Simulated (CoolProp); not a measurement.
Values from CoolProp's reference Helmholtz-energy equation of state, Gao 2020.

Give the vapour pressure (bar), liquid cp (kJ/(kg K)), vapour Z, surface tension (mN/m) of saturated ammonia at 251.3 K.


```
T (K)  p (bar)  liquid cp (kJ/(kg K))  vapour Z  surface tension (mN/m)
-----  -------  ---------------------  --------  ----------------------
251.3     1.75                   4.51     0.961                    31.4
```

Surface tension comes from a separate correlation (Mulero 2012).
